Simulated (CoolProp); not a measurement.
Vapour-liquid equilibrium of carbon dioxide (1) + neopentane (2) at -0.35 °C; x and y are mole fractions of (1).

The numbers come from the multi-fluid Helmholtz-energy mixture model, Span 1996 and Lemmon 2006; pair parameters Bell 2016 in CoolProp.

```csv
x,"bubble pressure, mixture model (MPa)","bubble pressure, Raoult's law (MPa)","y, mixture model","y, Raoult's law"
0.05,0.2854,0.2391,0.752,0.722
0.2,0.9473,0.7466,0.923,0.925
0.35,1.515,1.254,0.951,0.964
0.5,1.944,1.761,0.963,0.980
0.65,2.298,2.269,0.971,0.989
0.8,2.688,2.776,0.980,0.995
0.95,3.226,3.284,0.994,0.999
```

The largest gap from Raoult's law is +26.9 % in bubble pressure, at x = 0.2. No azeotrope shows between x = 0.05 and 0.95.

Pair parameters are fitted to limited data, so mixtures are less certain than the pure fluids. The gap from Raoult's law changes sign with composition, which may be real or a fault of the pair parameters; it wasn't checked against measurements.
